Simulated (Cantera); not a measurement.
**Adiabatic ignition**

An adiabatic, constant-pressure homogeneous reactor starts with H2 : O2 : N2 = 1 : 0.625 : 6.88 (molar parts), equivalence ratio 0.80, at 1200 K and 1000000 Pa.

Cantera simulation using the H2/O2 subset of GRI-Mech 3.0, which has no nitrogen chemistry; the numbers are that mechanism's predictions, not measurements. The hydrogen kinetics of GRI-Mech 3.0 are dated; newer H2 mechanisms differ, most at raised pressure.

| t (s) | T (K) | x H2 | x O2 | x H | x HO2 | x O | x H2O |
|---|---|---|---|---|---|---|---|
| 1.00e-6 | 1200 | 0.118 | 0.0735 | 3.60e-9 | 1.19e-8 | 6.12e-10 | 4.24e-9 |
| 3.15e-6 | 1200 | 0.118 | 0.0735 | 8.64e-9 | 6.60e-8 | 1.63e-9 | 3.88e-8 |
| 9.92e-6 | 1200 | 0.118 | 0.0735 | 1.78e-8 | 3.76e-7 | 3.43e-9 | 2.80e-7 |
| 3.12e-5 | 1200 | 0.118 | 0.0735 | 7.62e-8 | 2.86e-6 | 1.47e-8 | 2.64e-6 |
| 9.84e-5 | 1283 | 0.105 | 0.0671 | 0.00111 | 0.000260 | 0.000209 | 0.0124 |
| 0.000310 | 2042 | 0.000127 | 0.0155 | 7.82e-6 | 9.45e-7 | 3.67e-5 | 0.124 |
| 0.000976 | 2042 | 0.000125 | 0.0155 | 7.65e-6 | 9.36e-7 | 3.62e-5 | 0.124 |
| 0.00307 | 2042 | 0.000125 | 0.0155 | 7.65e-6 | 9.36e-7 | 3.62e-5 | 0.124 |
| 0.00968 | 2042 | 0.000125 | 0.0155 | 7.65e-6 | 9.36e-7 | 3.62e-5 | 0.124 |
| 0.0305 | 2042 | 0.000125 | 0.0155 | 7.65e-6 | 9.36e-7 | 3.62e-5 | 0.124 |
| 0.0960 | 2042 | 0.000125 | 0.0155 | 7.65e-6 | 9.36e-7 | 3.62e-5 | 0.124 |
| 0.302 | 2042 | 0.000125 | 0.0155 | 7.65e-6 | 9.36e-7 | 3.62e-5 | 0.124 |
| 0.953 | 2042 | 0.000125 | 0.0155 | 7.65e-6 | 9.36e-7 | 3.62e-5 | 0.124 |
| 3.00 | 2042 | 0.000125 | 0.0155 | 7.65e-6 | 9.36e-7 | 3.62e-5 | 0.124 |
x: mole fraction; the columns are a selection and need not sum to one.

The time of steepest temperature rise comes out as 0.101 ms and the temperature at 3.00 s comes out as 2042 K. The equilibrium temperature is 2042 K. The x(H2) at 3.00 s is 0.000125 (gas-phase equilibrium 0.000125) and the x(O2) at 3.00 s is 0.0155 (gas-phase equilibrium 0.0155). The x(H) at 3.00 s comes out as 7.65e-6 (gas-phase equilibrium 7.65e-6).
